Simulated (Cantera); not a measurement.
Calcination and drying: MgSO4 + C + O2

Input: 1 mol MgSO4, 0.21 mol C, 0.046 mol O2, equilibrated at 750 Torr.

Equilibrium computed with Cantera from the NASA thermochemical tables; the gas is ideal and each condensed phase is pure. Candidate condensed phases: C, Mg, MgCO3, MgO, MgS, MgSO4, S; 26 gas species. Mutual solubility and eutectic melting of coexisting phases are not modelled. Kinetics and transport are ignored.

From 1023 K to 1323 K the condensed part is MgO(s) + MgSO4(s). From 1423 K to 2123 K the condensed part is MgO(s).

```json
[
 {"T (K)": "1023", "x SO2": "0.610", "x CO2": "0.390", "x O2": "1.63e-10", "x SO3": "1.08e-5", "x CO": "4.00e-6", "n MgO(s)": "0.328", "n MgSO4(s)": "0.672"},
 {"T (K)": "1123", "x SO2": "0.610", "x CO2": "0.390", "x O2": "4.01e-7", "x SO3": "0.000193", "x CO": "1.55e-6", "n MgO(s)": "0.328", "n MgSO4(s)": "0.672"},
 {"T (K)": "1223", "x SO2": "0.608", "x CO2": "0.389", "x O2": "0.000261", "x SO3": "0.00211", "x CO": "7.14e-7", "n MgO(s)": "0.329", "n MgSO4(s)": "0.671"},
 {"T (K)": "1323", "x SO2": "0.610", "x CO2": "0.314", "x O2": "0.0600", "x SO3": "0.0156", "x CO": "3.08e-7", "n MgO(s)": "0.419", "n MgSO4(s)": "0.581"},
 {"T (K)": "1423", "x SO2": "0.636", "x CO2": "0.137", "x O2": "0.211", "x SO3": "0.0165", "x CO": "4.32e-7", "n MgO(s)": "1.00", "n MgSO4(s)": "0"},
 {"T (K)": "1523", "x SO2": "0.640", "x CO2": "0.137", "x O2": "0.213", "x SO3": "0.00985", "x CO": "2.03e-6", "n MgO(s)": "1.00", "n MgSO4(s)": "0"},
 {"T (K)": "1623", "x SO2": "0.643", "x CO2": "0.136", "x O2": "0.215", "x SO3": "0.00624", "x CO": "7.89e-6", "n MgO(s)": "1.00", "n MgSO4(s)": "0"},
 {"T (K)": "1723", "x SO2": "0.644", "x CO2": "0.136", "x O2": "0.216", "x SO3": "0.00417", "x CO": "2.62e-5", "n MgO(s)": "1.00", "n MgSO4(s)": "0"},
 {"T (K)": "1823", "x SO2": "0.645", "x CO2": "0.136", "x O2": "0.216", "x SO3": "0.00291", "x CO": "7.61e-5", "n MgO(s)": "1.00", "n MgSO4(s)": "0"},
 {"T (K)": "1923", "x SO2": "0.645", "x CO2": "0.136", "x O2": "0.217", "x SO3": "0.00211", "x CO": "0.000197", "n MgO(s)": "1.00", "n MgSO4(s)": "0"},
 {"T (K)": "2023", "x SO2": "0.645", "x CO2": "0.135", "x O2": "0.217", "x SO3": "0.00158", "x CO": "0.000465", "n MgO(s)": "1.00", "n MgSO4(s)": "0"},
 {"T (K)": "2123", "x SO2": "0.645", "x CO2": "0.135", "x O2": "0.217", "x SO3": "0.00122", "x CO": "0.00101", "n MgO(s)": "1.00", "n MgSO4(s)": "0"}
]
```
x: gas mole fraction; n: condensed amount in mol.
